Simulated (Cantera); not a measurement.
Input: 1 mol Si, 2.1 mol HCl, 7.7 mol H2, held at 1075 K and 1.00 bar.

Equilibrium computed with Cantera from the NASA thermochemical tables; the gas is ideal and each condensed phase is pure. Candidate condensed phases: Si; 19 gas species. The tables' values for SiCl3 are old estimates; treat these amounts as uncertain. Rates play no part.

### Question
What is the equilibrium state?

### Answer
```
Property       Result
----------  ---------
x(H2)           0.924
x(SiCl4)       0.0329
x(SiHCl3)      0.0238
x(HCl)         0.0159
x(SiH2Cl2)    0.00201
x(SiCl3)      0.00105
x(SiCl2)     0.000534
x(SiH3Cl)     4.45e-5
n(Si(s))    0.442 mol
gas amount  9.252 mol
```
